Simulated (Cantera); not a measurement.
A closed system holds: 1 mol Al₂O₃, 150 mol H₂, equilibrated at 13.3 mbar.

Equilibrium computed with Cantera from the NASA thermochemical tables; the gas is ideal and each condensed phase is pure. Candidate condensed phases: Al, Al₂O₃, H₂O; 19 gas species. Kinetics and transport are ignored. All values below are at 1550 °C.

Base state: H₂ 0.996, H 0.00374, H₂O 8.31e-5, Al 4.37e-5 (mole fractions); condensed: Al₂O₃(s).

Question: What changes in the equilibrium state with this change: pressure from 13.3 mbar to 18.0 Pa?

Answer: 
```
species         before     after
-------------  -------  --------
H₂               0.996     0.968
H              0.00374    0.0318
H₂O            8.31e-5  0.000432
Al             4.37e-5  0.000262
AlOH           2.98e-6   1.09e-5
Al₂O           6.41e-6   1.66e-5
Al₂O₃(s), mol    0.995     0.977
```
The tables' values for AlOH are old estimates; treat these amounts as uncertain.

Question: What changes in the equilibrium state with this change: pressure from 13.3 mbar to 6.00 bar?

Answer: 
| species | before | after |
|---|---|---|
| H₂ | 0.996 | 1.000 |
| H | 0.00374 | 0.000177 |
| H₂O | 8.31e-5 | 9.76e-6 |
| Al | 4.37e-5 | 2.43e-6 |
| Al₂O₃(s), mol | 0.995 | 0.999 |
